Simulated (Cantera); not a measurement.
An isothermal, constant-pressure homogeneous reactor starts with 13.0 % C2H6, 87.0 % N2, at 1275 K and 0.00257 atm.

Detailed kinetics in Cantera: GRI-Mech 3.0 (53 species, 325 reactions). GRI-Mech 3.0 stops at C3 and has no aromatics, soot or wall deposition, so with more carbon than oxygen in the feed, carbon stays in small species such as C2H2 where larger ones or solid carbon would form. Radical loss at walls, strong at low pressure, is not modelled.

Predict: x(C2H6) at 7.00 s; x(H) at 7.00 s; x(C2H2) at 7.00 s; x(CH3) at 7.00 s.


```
Quantity                                             Value
-----------------  ---------------------------------------
x(C2H6) at 7.00 s  6.94e-6 (gas-phase equilibrium 4.65e-9)
x(H) at 7.00 s     2.72e-6 (gas-phase equilibrium 6.59e-6)
x(C2H2) at 7.00 s    0.0535 (gas-phase equilibrium 0.0629)
x(CH3) at 7.00 s   1.87e-5 (gas-phase equilibrium 5.60e-7)
```
